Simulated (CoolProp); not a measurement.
The numbers come from the reference Helmholtz-energy equation of state, McLinden 2020 in CoolProp.

Q: Give the vapour pressure (MPa), enthalpy of vaporisation (kJ/kg), liquid cp (kJ/(kg K)) of saturated R1336mzz(Z) at 85.15 °C.

A: 
```csv
T (°C),p (MPa),enthalpy of vaporisation (kJ/kg),liquid cp (kJ/(kg K))
85.15,0.491,137,1.36
```
